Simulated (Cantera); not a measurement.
Feed: 1 mol Pb, 0.2 mol N2, 0.5 mol H2, held at 31.0 Pa.

Cantera equilibrium calculation (NASA polynomials, part measured and part estimated; ideal gas, pure solids and liquids). Candidate condensed phases: Pb; 11 gas species. The numbers say what is thermodynamically allowed, not how fast it happens.

x: gas mole fraction; n: condensed amount in mol.

| T (K) | x H2 | x Pb | x N2 | x H | x Pb2 | n Pb(l) |
|---|---|---|---|---|---|---|
| 798 | 0.714 | 0.000185 | 0.286 | 1.28e-10 | ? | 1.000 |
| 848 | 0.714 | 0.000965 | 0.285 | 9.13e-10 | ? | 0.999 |
| 898 | 0.711 | 0.00418 | 0.285 | 5.24e-9 | ? | 0.997 |
| 948 | 0.703 | 0.0154 | 0.281 | 2.50e-8 | ? | 0.989 |
| 998 | 0.679 | 0.0500 | 0.271 | 1.01e-7 | ? | 0.963 |
| 1048 | 0.611 | 0.144 | 0.245 | 3.43e-7 | ? | 0.882 |
| 1098 | 0.445 | 0.377 | 0.178 | 9.37e-7 | ? | 0.577 |
| 1148 | 0.294 | 0.588 | 0.118 | 2.21e-6 | ? | 0 |
| 1198 | 0.294 | 0.588 | 0.118 | 5.86e-6 | ? | 0 |
| 1248 | 0.294 | 0.588 | 0.118 | 1.44e-5 | ? | 0 |
| 1298 | 0.294 | 0.588 | 0.118 | 3.30e-5 | ? | 0 |
| 1348 | 0.294 | 0.588 | 0.118 | 7.13e-5 | ? | 0 |
| 1398 | 0.294 | 0.588 | 0.118 | 0.000146 | ? | 0 |

### Question
Complete the blanks.

### Answer

- 798, x Pb2: 1.27e-11
- 848, x Pb2: 2.04e-10
- 898, x Pb2: 2.39e-9
- 948, x Pb2: 2.14e-8
- 998, x Pb2: 1.53e-7
- 1048, x Pb2: 8.99e-7
- 1098, x Pb2: 4.48e-6
- 1148, x Pb2: 8.18e-6
- 1198, x Pb2: 6.28e-6
- 1248, x Pb2: 4.92e-6
- 1298, x Pb2: 3.93e-6
- 1348, x Pb2: 3.18e-6
- 1398, x Pb2: 2.62e-6
